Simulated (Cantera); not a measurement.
Cantera with NASA thermochemical tables; ideal gases at 1 bar, condensed phases pure. Values are per mole of reaction as written; species without (g) are pure solids or liquids, kept so even where they would boil at 1 bar. TiO: taken at fixed stoichiometry.

Between 2150 and 2400 K, where is each reaction favourable under standard conditions?
- Ti2O3 ⇌ TiO2 + TiO


- Ti2O3 ⇌ TiO2 + TiO: ΔG° is 44 kJ at 2150 K and 45 kJ at 2400 K; it stays positive (K < 1). ΔH° is 28 kJ and ΔS° -7 J/K at 2400 K.
